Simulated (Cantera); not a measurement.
Feed: 1 mol TiCl4, 10 mol H2, 0.26 mol C3H8, at 0.100 bar.

These are equilibrium values from Cantera (NASA tables, ideal gas, pure condensed phases), not measurements of a reactor. Candidate condensed phases: C, C6H6, C7H8, C8H18, Ti, TiC, TiCl2, TiCl3, TiCl4; 96 gas species. TiC: taken at fixed stoichiometry. Kinetics and transport are ignored.

Q: Which condensed phases are stable at each of these points (T (K)): 1050, 1150, 1250, 1350, 1450, 1550, 1650, 1750?

A: 
```json
[
 {"T (K)": "1050", "condensed phases": "C(graphite) + TiC(s)", "Ti condensed (%)": "39.7"},
 {"T (K)": "1150", "condensed phases": "C(graphite) + TiC(s)", "Ti condensed (%)": "57.5"},
 {"T (K)": "1250", "condensed phases": "C(graphite) + TiC(s)", "Ti condensed (%)": "73.1"},
 {"T (K)": "1350", "condensed phases": "TiC(s)", "Ti condensed (%)": "77.8"},
 {"T (K)": "1450", "condensed phases": "TiC(s)", "Ti condensed (%)": "77.9"},
 {"T (K)": "1550", "condensed phases": "TiC(s)", "Ti condensed (%)": "78.0"},
 {"T (K)": "1650", "condensed phases": "TiC(s)", "Ti condensed (%)": "78.0"},
 {"T (K)": "1750", "condensed phases": "TiC(s)", "Ti condensed (%)": "78.0"}
]
```

From 1050 K to 1250 K the condensed part is C(graphite) + TiC(s). From 1350 K to 1750 K the condensed part is TiC(s).
